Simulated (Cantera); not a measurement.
Input (Python, Cantera):

```python
import numpy as np
import cantera as ct

gas = ct.Solution("gri30.yaml")


def delay(T, t_max=10):
    gas.TPX = T, 110000, {'CH4': 1, 'H2': 0.85, 'O2': 1.52, 'N2': 5.7}
    reactor = ct.IdealGasReactor(gas, clone=False)
    net = ct.ReactorNet([reactor])
    net.rtol, net.atol = 1e-8, 1e-16
    while net.time < t_max:
        t_old, T_old = net.time, reactor.T
        net.step()
        if reactor.T > T + 400:  # ignition: a rise of 400 K
            return t_old + (T + 400 - T_old) / (reactor.T - T_old) * (net.time - t_old)
    return np.nan


taus = []
for T in [1125, 1200, 1275, 1350, 1425, 1500, 1575, 1650, 1725]:
    taus.append(delay(T))
    print(f"T0 = {T:6g} K   tau = {taus[-1]:.4e} s")
```

Output:

```
T0 =   1125 K   tau = 2.4596e-03 s
T0 =   1200 K   tau = 1.2684e-03 s
T0 =   1275 K   tau = 6.8979e-04 s
T0 =   1350 K   tau = 3.9492e-04 s
T0 =   1425 K   tau = 2.3818e-04 s
T0 =   1500 K   tau = 1.5107e-04 s
T0 =   1575 K   tau = 1.0023e-04 s
T0 =   1650 K   tau = 6.9031e-05 s
T0 =   1725 K   tau = 4.8971e-05 s
```

Detailed kinetics in Cantera: GRI-Mech 3.0 (53 species, 325 reactions).
